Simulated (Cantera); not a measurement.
Feed: 1 mol Si₃N₄, 0.0042 mol H₂O, 5.9 mol N₂, 0.56 mol CO₂, at 1475 K.

Equilibrium computed with Cantera from the NASA thermochemical tables; the gas is ideal and each condensed phase is pure. Candidate condensed phases: C, C₆H₆, C₇H₈, C₈H₁₈, H₂O, Si, SiC, SiO₂, Si₂N₂O, Si₃N₄; 151 gas species. Mutual solubility and eutectic melting of coexisting phases are not modelled. The numbers say what is thermodynamically allowed, not how fast it happens.

### Question
At 0.180 bar, list the 4 most abundant gas species with their mole fractions, and the condensed phases.

### Answer
N₂ 0.999, H₂ 0.000657, CO 0.000179, HCN 2.26e-5. Condensed: C(graphite) + Si₂N₂O(s) + Si₃N₄(s).
